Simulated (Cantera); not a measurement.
# Thermodynamics of boron, boron nitride and boron oxide, feed borazine + N2 + H2

A closed system holds: 1 mol borazine, 37 mol N2, 0.95 mol H2, at 30.0 Pa.

Equilibrium computed with Cantera from the NASA thermochemical tables; the gas is ideal and each condensed phase is pure. Candidate condensed phases: B, BN; 15 gas species. The feed counts by its element totals alone. The tables' values for BH2 are old estimates; treat these amounts as uncertain. Rates play no part.

| T (°C) | x N2 | x H | x B | x H2 | x BN | x BH | x BH2 | x B2 | n B(s) |
|---|---|---|---|---|---|---|---|---|---|
| 1925 | 0.866 | 0.0733 | 0.00887 | 0.0520 | 9.77e-5 | 4.14e-5 | 6.83e-5 | 3.65e-7 | 2.60 |
| 1950 | 0.859 | 0.0807 | 0.0125 | 0.0477 | 0.000130 | 5.16e-5 | 7.03e-5 | 6.01e-7 | 2.43 |
| 1975 | 0.851 | 0.0881 | 0.0174 | 0.0432 | 0.000170 | 6.35e-5 | 7.14e-5 | 9.77e-7 | 2.20 |
| 2000 | 0.842 | 0.0953 | 0.0240 | 0.0386 | 0.000223 | 7.73e-5 | 7.14e-5 | 1.57e-6 | 1.88 |
| 2025 | 0.830 | 0.102 | 0.0330 | 0.0341 | 0.000289 | 9.30e-5 | 7.02e-5 | 2.50e-6 | 1.45 |
| 2050 | 0.817 | 0.108 | 0.0450 | 0.0296 | 0.000372 | 0.000110 | 6.79e-5 | 3.94e-6 | 0.855 |
| 2075 | 0.800 | 0.113 | 0.0609 | 0.0253 | 0.000475 | 0.000129 | 6.43e-5 | 6.14e-6 | 0.0370 |
| 2100 | 0.797 | 0.119 | 0.0615 | 0.0219 | 0.000457 | 0.000114 | 4.64e-5 | 5.33e-6 | 0 |
x: gas mole fraction; n: condensed amount in mol.

From 1925 °C to 2075 °C the condensed part is B(s). At 2100 °C nothing is condensed. The main B-bearing gas is B throughout. The share of B in condensed phases is highest at 1925 °C (86.5 %) and lowest at 2100 °C (0.0 %).
